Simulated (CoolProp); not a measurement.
A single-stage vapour-compression cycle with R152A: evaporating at 208.15 K (dew point), condensing at 278.15 K (bubble point), superheat 5 K, subcooling 2 K, compressor efficiency 0.9, no pressure losses. Each further row changes one setting.

Computed with CoolProp (reference Helmholtz-energy equation of state, Outcalt 1996). It is a modified Benedict-Webb-Rubin equation, recast in Helmholtz form.

| case | cooling COP | pressure ratio | discharge temperature (K) | refrigerating effect (kJ/kg) | volumetric capacity (kJ/m³) |
|---|---|---|---|---|---|
| as stated | 2.05 | 29.1 | 346.8 | 258 | 105 |
| evaporating temperature 213.15 K | 2.32 | … | 339.3 | … | … |
| condensing temperature 273.15 K | 2.26 | … | 339.2 | 266 | 108 |
| subcooling 7 K | 2.12 | 29.1 | 346.8 | 266 | 108 |
| superheat 15 K | … | 29.1 | 358.4 | 266 | … |
| compressor efficiency 0.8 | … | 29.1 | … | 258 | 105 |

**Question.** What belongs in the gaps?

**Answer.** 
- evaporating temperature 213.15 K, pressure ratio: 21.0
- evaporating temperature 213.15 K, refrigerating effect (kJ/kg): 262
- evaporating temperature 213.15 K, volumetric capacity (kJ/m³): 145
- condensing temperature 273.15 K, pressure ratio: 24.4
- superheat 15 K, cooling COP: 2.03
- superheat 15 K, volumetric capacity (kJ/m³): 103
- compressor efficiency 0.8, cooling COP: 1.82
- compressor efficiency 0.8, discharge temperature (K): 360.0
